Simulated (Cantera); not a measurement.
An isothermal, constant-pressure homogeneous reactor starts with C3H8 : H2 = 1 : 39 (molar parts), at 1023 K and 0.553 atm. Integrator tolerance rtol = 1e-08.

Computed with Cantera and GRI-Mech 3.0 (53 species, 325 reactions). GRI-Mech 3.0 was tuned for natural gas; its chemistry of propane as a main component is partial and can be far from experiment. GRI-Mech 3.0 stops at C3 and has no aromatics, soot or wall deposition, so with more carbon than oxygen in the feed, carbon stays in small species such as C2H2 where larger ones or solid carbon would form.

What does this change do: pressure from 0.553 atm to 0.132 atm?


| quantity | before | after |
|---|---|---|
| x(C3H8) at 10.0 s | 1.74e-6 (gas-phase equilibrium 8.11e-11) | 1.16e-6 (gas-phase equilibrium 8.11e-11) |
| x(H2) at 10.0 s | 0.948 (gas-phase equilibrium 0.925) | 0.950 (gas-phase equilibrium 0.925) |
| x(CH2) at 10.0 s | <1e-12 (gas-phase equilibrium <1e-12) | <1e-12 (gas-phase equilibrium <1e-12) |
| x(C2H2) at 10.0 s | 7.04e-5 (gas-phase equilibrium 8.67e-9) | 0.000317 (gas-phase equilibrium 1.53e-7) |
| x(C2H) at 10.0 s | <1e-12 (gas-phase equilibrium <1e-12) | <1e-12 (gas-phase equilibrium <1e-12) |
| x(CH4) at 10.0 s | 0.0293 (gas-phase equilibrium 0.0750) | 0.0272 (gas-phase equilibrium 0.0750) |
| x(C2H6) at 10.0 s | 0.0109 (gas-phase equilibrium 1.31e-6) | 0.00419 (gas-phase equilibrium 1.31e-6) |

What does this change do: temperature 1023 to 1300 K?


| quantity | before | after |
|---|---|---|
| x(C3H8) at 10.0 s | 1.74e-6 (gas-phase equilibrium 8.11e-11) | 2.32e-8 (gas-phase equilibrium 2.54e-9) |
| x(H2) at 10.0 s | 0.948 (gas-phase equilibrium 0.925) | 0.929 (gas-phase equilibrium 0.926) |
| x(CH2) at 10.0 s | <1e-12 (gas-phase equilibrium <1e-12) | 5.33e-12 (gas-phase equilibrium 2.12e-12) |
| x(C2H2) at 10.0 s | 7.04e-5 (gas-phase equilibrium 8.67e-9) | 0.00134 (gas-phase equilibrium 0.000210) |
| x(C2H) at 10.0 s | <1e-12 (gas-phase equilibrium <1e-12) | 1.52e-12 (gas-phase equilibrium <1e-12) |
| x(CH4) at 10.0 s | 0.0293 (gas-phase equilibrium 0.0750) | 0.0682 (gas-phase equilibrium 0.0739) |
| x(C2H6) at 10.0 s | 0.0109 (gas-phase equilibrium 1.31e-6) | 4.13e-5 (gas-phase equilibrium 8.04e-6) |

What does this change do: C3H8 1 to 3.7 parts?


| quantity | before | after |
|---|---|---|
| x(C3H8) at 10.0 s | 1.74e-6 (gas-phase equilibrium 8.11e-11) | 1.92e-5 (gas-phase equilibrium 5.27e-9) |
| x(H2) at 10.0 s | 0.948 (gas-phase equilibrium 0.925) | 0.829 (gas-phase equilibrium 0.740) |
| x(CH2) at 10.0 s | <1e-12 (gas-phase equilibrium <1e-12) | <1e-12 (gas-phase equilibrium <1e-12) |
| x(C2H2) at 10.0 s | 7.04e-5 (gas-phase equilibrium 8.67e-9) | 0.000288 (gas-phase equilibrium 2.03e-7) |
| x(C2H) at 10.0 s | <1e-12 (gas-phase equilibrium <1e-12) | <1e-12 (gas-phase equilibrium <1e-12) |
| x(CH4) at 10.0 s | 0.0293 (gas-phase equilibrium 0.0750) | 0.0941 (gas-phase equilibrium 0.260) |
| x(C2H6) at 10.0 s | 0.0109 (gas-phase equilibrium 1.31e-6) | 0.0351 (gas-phase equilibrium 1.96e-5) |
